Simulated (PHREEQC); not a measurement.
# Polishing slurry liquid: speciation

Consider water at 6.6 °C with 0.0032 mol/kgw KOH, 0.015 mol/kgw K2SO4 and 8.4e-06 mol/kgw CO2. Closed to the air; pH follows from the charge balance.

Model: ion-association model, phreeqc.dat, run in PHREEQC.

Each row changes one thing in this solution. This is a speciation only: nothing precipitates in the calculation.

| case | pH | ionic strength (mol/kgw) | K+ (mol/kgw) | SO4-2 (mol/kgw) | KSO4- (mol/kgw) | HCO3- (mol/kgw) |
|---|---|---|---|---|---|---|
| as made | 12.08 | 0.0461 | 0.0321 | 0.0139 | 0.00106 | 1.37e-7 |
| KOH from 0.0032 to 0.0048 mol/kgw | 12.26 | 0.0476 | 0.0337 | 0.0139 | 0.00110 | 9.10e-8 |
| CO2 replaced by KHCO3 at the same molality | 12.08 | 0.0461 | 0.0321 | 0.0139 | 0.00106 | 1.36e-7 |
| temperature from 6.6 to 10 °C | 11.95 | 0.0460 | 0.0321 | 0.0139 | 0.00112 | 1.67e-7 |
| diluted 2-fold with water | 11.80 | 0.0234 | 0.0163 | 0.00717 | 0.000329 | 1.44e-7 |
| temperature from 6.6 to 75 °C | 10.10 | 0.0432 | 0.0307 | 0.0125 | 0.00250 | 3.13e-6 |
| K2SO4 from 0.015 to 0.075 mol/kgw | 12.02 | 0.203 | 0.141 | 0.0624 | 0.0126 | 1.14e-7 |
| KOH replaced by K2CO3 at the same molality | 11.15 | 0.0520 | 0.0353 | 0.0139 | 0.00112 | 0.000391 |

Species that the database lacks are ignored. At this temperature some constants are extrapolated from 25 °C, and those without enthalpy data are left unchanged.
